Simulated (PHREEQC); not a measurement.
A made-up water analysis in mg/L, 25 °C, pH 6.14, pe -1.2:

```
constituent            mg/L
------------------  -------
Na                     2.87
K                     0.499
Ca                    0.288
Mg                     0.31
Cl                    0.551
S(6) as SO4            1.83
Alkalinity as HCO3     7.84
F                   0.00228
B                    0.0333
```

Valence states are taken as typed.

Computed with PHREEQC (ion-association model, wateq4f.dat).

ionic strength: 0.000219 mol/kgw
charge-balance error: -1.3 %

```
species  molality  activity   log γ
-------  --------  --------  ------
CO2      0.000207  0.000207   0.000
HCO3-    0.000129  0.000127  -0.007
Na+      0.000125  0.000123  -0.007
SO4-2     1.90e-5   1.77e-5  -0.029
Cl-       1.55e-5   1.53e-5  -0.007
K+        1.28e-5   1.25e-5  -0.007
Mg+2      1.27e-5   1.19e-5  -0.029
Ca+2      7.15e-6   6.68e-6  -0.029
H3BO3     3.08e-6   3.08e-6   0.000
H+        7.37e-7   7.24e-7  -0.007
F-        1.20e-7   1.18e-7  -0.007
MgSO4     4.92e-8   4.92e-8   0.000
CaSO4     2.36e-8   2.36e-8   0.000
MgHCO3+   1.79e-8   1.76e-8  -0.007
OH-       1.41e-8   1.38e-8  -0.007
NaSO4-    1.11e-8   1.09e-8  -0.007
```

This is a speciation only: nothing precipitates in the calculation. Species that the database lacks are ignored. Real BF4- forms and hydrolyses slowly; the run takes it at equilibrium.
